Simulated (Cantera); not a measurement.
Charge: 1 mol Cu, a varied amount of CO, 29 mol H2, at 1 atm.

Method: chemical equilibrium by Gibbs-energy minimisation in Cantera with the NASA 1993 tables (ideal gas, pure condensed phases). Candidate condensed phases: C, C6H6, C7H8, C8H18, Cu, CuO, Cu(OH)2, Cu2O, H2O; 113 gas species. Rates play no part.

Stable condensed phases, one row left out:

```
T in °C \ n(CO) in mol
         2.6 3.4 4.4 5.7 7.4 9.6  12
   1702    A   A   A   A   A   A   A
   1552    A   A   A   A   A   A   A
   1402    A   A   A   A   A   A   A
   1252    A   A   A   A   A   A   A
   1102    A   A   A   A   A   A   A
    802    A   A   A   A   A   B   B
    652    A   A   A   A   B   B   B
    502    A   A   A   A   A   B   B
```

A: Cu; B: C + Cu.

**Question.** Give the row for 952 °C.

**Answer.** 2.6: Cu; 3.4: Cu; 4.4: Cu; 5.7: Cu; 7.4: Cu; 9.6: Cu; 12: Cu.
